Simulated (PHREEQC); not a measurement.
Consider water at 20 °C and 50 atm with 0.018 mol/kgw HF, 0.00117 mol/kgw NH4HF2, 0.012 mol/kgw H2SiF6 and 0.036 mol/kgw HCl. It is in equilibrium with CO2 at log p = -3.4 (atm). Otherwise closed; pH follows from the charge balance.

Equilibrium calculation in PHREEQC: ion-association model, phreeqc.dat.

The pH comes out as 1.30 and the ionic strength is 0.0724 mol/kgw. The density is 1.002 g/cm³ and the total alkalinity is -127 meq/kg.

```
species  molality  activity   log γ
-------  --------  --------  ------
H+         0.0592    0.0498  -0.076
Cl-        0.0360    0.0285  -0.102
HF         0.0199    0.0202   0.007
SiF6-2     0.0120   0.00504  -0.377
NH4+      0.00117  0.000906  -0.111
F-       0.000387  0.000305  -0.104
HF2-      2.77e-5   2.22e-5  -0.096
CO2       1.43e-5   1.45e-5   0.007
H4SiO4    4.77e-7   4.85e-7   0.007
```

This is a speciation only: nothing precipitates in the calculation. Species that the database lacks are ignored. Under pressure, the constants of complexes without a molar volume in the database are unreliable. SiF6-2 is the database's only silicon fluoride.
